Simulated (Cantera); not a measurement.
A perfectly stirred reactor is fed with CO : O₂ : H₂O : N₂ = 0.024 : 0.071 : 0.0052 : 1 (molar parts), at 0.190 bar; it is held at 1523 K, and followed from long to short residence time.

Computed with Cantera and GRI-Mech 3.0 (53 species, 325 reactions).

x: mole fraction; the columns are a selection and need not sum to one.

| τ (s) | x CO | x O₂ | x H₂O | x CO₂ | x H₂O₂ |
|---|---|---|---|---|---|
| 1.9 | ___ | 0.0541 | 0.00466 | 0.0218 | 5.29e-9 |
| 0.76 | ___ | 0.0541 | 0.00461 | 0.0216 | 8.07e-9 |
| 0.31 | ___ | 0.0541 | 0.00452 | 0.0213 | 1.17e-8 |
| 0.13 | ___ | 0.0540 | 0.00440 | 0.0208 | 1.60e-8 |
| 0.051 | ___ | 0.0540 | 0.00419 | 0.0198 | 2.09e-8 |
| 0.021 | ___ | 0.0541 | 0.00392 | 0.0182 | 2.48e-8 |
| 0.0085 | ___ | 0.0545 | 0.00362 | 0.0159 | 2.69e-8 |
| 0.0035 | ___ | 0.0557 | 0.00352 | 0.0125 | 2.67e-8 |

Question: Some entries are withheld; supply them.

Answer: 
- 1.9, x CO: 0.000226
- 0.76, x CO: 0.000411
- 0.31, x CO: 0.000733
- 0.13, x CO: 0.00127
- 0.051, x CO: 0.00224
- 0.021, x CO: 0.00372
- 0.0085, x CO: 0.00602
- 0.0035, x CO: 0.00939
